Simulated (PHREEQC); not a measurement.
Dissolve 0.0024 mol/kgw MgSO4, 9.4e-05 mol/kgw Sr(OH)2, 8.3e-05 mol/kgw Ca(NO3)2 and 0.00027 mol/kgw HCl at 25 °C. Closed to the air; pH follows from the charge balance.

The numbers come from PHREEQC with the ion-association model, wateq4f.dat.

```json
{
 "pH": "4.18",
 "ionic_strength": "0.00838 mol/kgw",
 "total_alkalinity": "-0.0820 meq/kg"
}
```

```
species  molality  activity   log γ
-------  --------  --------  ------
Mg+2      0.00197   0.00137  -0.159
SO4-2     0.00194   0.00133  -0.163
MgSO4    0.000427  0.000428   0.001
Cl-      0.000270  0.000245  -0.042
NO3-     0.000166  0.000150  -0.043
Sr+2      7.97e-5   5.51e-5  -0.160
H+        7.25e-5   6.66e-5  -0.037
Ca+2      7.01e-5   4.84e-5  -0.161
```

Precipitation was switched off in this run. Species that the database lacks are ignored.
